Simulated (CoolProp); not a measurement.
Properties of fluoroethane (R161) along the isobar 405 kPa (Tc = 375.2 K, pc = 5010 kPa, ω = 0.216).

Model: reference Helmholtz-energy equation of state, Wu 2012, in CoolProp.

```
T (K)  phase  density (kg/m³)  speed of sound (m/s)  Joule-Thomson coefficient (K/MPa)  expansivity (1/kK)
-----  -----  ---------------  --------------------  ---------------------------------  ------------------
277.5    gas            9.216                 223.2                              28.56               4.832
293.2    gas            8.578                 231.2                              23.82               4.334
308.9    gas            8.039                 238.5                              20.01               3.944
324.6    gas            7.576                 245.3                              16.93               3.630
340.2    gas            7.173                 251.8                              14.45               3.374
355.9    gas            6.815                 258.0                              12.42               3.158
371.6    gas            6.495                 263.9                              10.78               2.974
387.3    gas            6.207                 269.6                              9.431               2.815
403      gas            5.945                 275.2                              8.328               2.676
418.6    gas            5.707                 280.6                              7.419               2.553
434.3    gas            5.488                 285.8                              6.656               2.443
450      gas            5.286                 290.9                              6.012               2.343
```
